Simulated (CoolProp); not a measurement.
Vapour-liquid equilibrium of m-xylene (1) + n-decane (2) at 301.1 K; x and y are mole fractions of (1).

Values from CoolProp's multi-fluid Helmholtz-energy mixture model, Zhou 2012 and Lemmon 2006; pair parameters Bell 2016.

```csv
x,bubble pressure (MPa),y at the bubble point,dew pressure at overall composition x (MPa),liquid density (mol/L)
0.05,0.0002914,0.272,0.0002333,5.190
0.125,0.0003869,0.493,0.0002502,5.348
0.2,0.0004761,0.621,0.0002697,5.515
0.275,0.0005607,0.706,0.0002925,5.691
0.35,0.0006421,0.767,0.0003194,5.878
0.425,0.0007213,0.815,0.0003517,6.075
0.5,0.0007994,0.853,0.0003911,(withheld)
0.575,0.0008768,0.884,0.0004400,6.506
0.65,0.0009542,(withheld),0.0005024,6.742
0.725,0.001032,0.935,0.0005841,6.994
0.8,0.001110,0.955,0.0006952,7.263
0.875,(withheld),0.974,0.0008526,7.550
0.95,0.001269,0.990,0.001089,7.858
```

### Question
Complete the blanks.

### Answer

- 0.5, liquid density (mol/L): 6.284
- 0.65, y at the bubble point: 0.911
- 0.875, bubble pressure (MPa): 0.001189

No azeotrope shows between x = 0.05 and 0.95.

Pair parameters are fitted to limited data, so mixtures are less certain than the pure fluids.
